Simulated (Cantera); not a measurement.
# Hydrocarbon pyrolysis for carbon deposition

An isothermal, constant-pressure homogeneous reactor starts with C₃H₈ : H₂ = 1 : 39 (molar parts), at 1023 K and 0.133 bar.

Cantera simulation using GRI-Mech 3.0 (53 species, 325 reactions); the numbers are that mechanism's predictions, not measurements. GRI-Mech 3.0 was tuned for natural gas; its chemistry of propane as a main component is partial and can be far from experiment. GRI-Mech 3.0 stops at C3 and has no aromatics, soot or wall deposition, so with more carbon than oxygen in the feed, carbon stays in small species such as C2H2 where larger ones or solid carbon would form.

| t (s) | x C₃H₈ | x H₂ | x CH₂ | x C₂H₂ | x C₂H | x CH₄ | x C₂H₆ |
|---|---|---|---|---|---|---|---|
| 8.00e-5 | 0.0250 | 0.975 | <1e-12 | <1e-12 | <1e-12 | 1.82e-8 | 3.89e-9 |
| 0.000213 | 0.0250 | 0.975 | <1e-12 | <1e-12 | <1e-12 | 1.50e-7 | 1.95e-8 |
| 0.000566 | 0.0250 | 0.975 | <1e-12 | <1e-12 | <1e-12 | 1.26e-6 | 7.31e-8 |
| 0.00150 | 0.0250 | 0.975 | <1e-12 | 4.07e-12 | <1e-12 | 9.87e-6 | 2.22e-7 |
| 0.00400 | 0.0249 | 0.975 | <1e-12 | 2.05e-10 | <1e-12 | 7.14e-5 | 6.50e-7 |
| 0.0106 | 0.0245 | 0.975 | 1.76e-12 | 8.24e-9 | <1e-12 | 0.000453 | 2.44e-6 |
| 0.0283 | 0.0229 | 0.973 | 2.83e-12 | 1.70e-7 | <1e-12 | 0.00202 | 1.39e-5 |
| 0.0752 | 0.0188 | 0.969 | 2.34e-12 | 1.67e-6 | <1e-12 | 0.00600 | 8.19e-5 |
| 0.200 | 0.0113 | 0.962 | 1.28e-12 | 1.10e-5 | <1e-12 | 0.0134 | 0.000427 |
| 0.532 | 0.00356 | 0.954 | <1e-12 | 4.54e-5 | <1e-12 | 0.0213 | 0.00150 |
| 1.41 | 0.000554 | 0.951 | <1e-12 | 0.000106 | <1e-12 | 0.0247 | 0.00290 |
| 3.76 | 2.63e-5 | 0.950 | <1e-12 | 0.000189 | <1e-12 | 0.0258 | 0.00392 |
| 10.0 | 1.16e-6 | 0.950 | <1e-12 | 0.000317 | <1e-12 | 0.0272 | 0.00419 |
x: mole fraction; the columns are a selection and need not sum to one.

Equilibrium at this temperature and pressure: C₃H₈ 8.11e-11, H₂ 0.925, CH₂ <1e-12, C₂H₂ 1.53e-7, C₂H <1e-12, CH₄ 0.0750, C₂H₆ 1.31e-6 (gas phase only).
